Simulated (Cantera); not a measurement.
Thermodynamics of silicon etching in halogen gases, feed Si + HCl + H2

Charge: 1 mol Si, 13 mol HCl, 0.39 mol H2, equilibrated at 10000 Pa.

Equilibrium computed with Cantera from the NASA thermochemical tables; the gas is ideal and each condensed phase is pure. Candidate condensed phases: Si; 19 gas species. The tables' values for SiCl3 are old estimates; treat these amounts as uncertain. Kinetics and transport are ignored.

| T (K) | log p HCl | log p H2 | log p SiCl4 | log p SiCl2 | log p SiCl3 | log p SiHCl3 |
|---|---|---|---|---|---|---|
| 450 | -1.14 | -1.71 | -2.09 | <-13 | <-13 | -9.30 |
| 550 | -1.14 | -1.71 | -2.09 | <-13 | <-13 | -7.79 |
| 650 | -1.14 | -1.71 | -2.09 | <-13 | -10.68 | -6.76 |
| 750 | -1.14 | -1.71 | -2.09 | <-13 | -8.78 | -6.01 |
| 850 | -1.14 | -1.71 | -2.09 | -10.73 | -7.34 | -5.45 |
| 950 | -1.14 | -1.71 | -2.09 | -8.79 | -6.20 | -5.01 |
| 1050 | -1.14 | -1.72 | -2.09 | -7.23 | -5.29 | -4.65 |
| 1150 | -1.14 | -1.72 | -2.10 | -5.95 | -4.54 | -4.37 |
| 1250 | -1.14 | -1.72 | -2.10 | -4.88 | -3.92 | -4.13 |
| 1350 | -1.14 | -1.73 | -2.13 | -4.01 | -3.42 | -3.96 |
| 1450 | -1.13 | -1.74 | -2.19 | -3.32 | -3.04 | -3.87 |
| 1550 | -1.12 | -1.78 | -2.33 | -2.83 | -2.80 | -3.90 |
| 1650 | -1.11 | -1.84 | -2.55 | -2.54 | -2.71 | -4.05 |
log p: log10 of the partial pressure in bar; nothing condenses.

From 450 K to 1650 K nothing is condensed. The main Si-bearing gas is SiCl4 at 450 K and SiCl2 at 1650 K.
